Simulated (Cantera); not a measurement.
A closed system holds: 1 mol MgCO₃, 9.6 mol CO₂, 0.98 mol H₂, equilibrated at 1398.15 K and 750 Torr.

Equilibrium computed with Cantera from the NASA thermochemical tables; the gas is ideal and each condensed phase is pure. Candidate condensed phases: C, C₆H₆, C₇H₈, C₈H₁₈, H₂O, Mg, MgCO₃, MgO, Mg(OH)₂; 116 gas species. The numbers say what is thermodynamically allowed, not how fast it happens.

Base state: CO₂ 0.834, CO 0.0810, H₂O 0.0810, H₂ 0.00363 (mole fractions); condensed: MgO(s).

Problem. What changes in the equilibrium state with this change: H₂ from 0.98 to 0.27 mol?

Solution. 
```tsv
species	before	after
CO₂	0.834	0.951
CO	0.0810	0.0245
H₂O	0.0810	0.0245
H₂	0.00363	0.000293
MgO(s), mol	1.00	1.00
```

Problem. What changes in the equilibrium state with this change: temperature from 1398.15 K to 625 K?

Solution. 
```
species            before    after
----------------  -------  -------
CO₂                 0.834    0.902
H₂O                0.0810   0.0891
H₂                0.00363  0.00513
CO                 0.0810  0.00251
CH₄                 <1e-9  0.00127
MgO(s), mol          1.00        0
C(graphite), mol        0    0.426
MgCO₃(s), mol           0     1.00
```
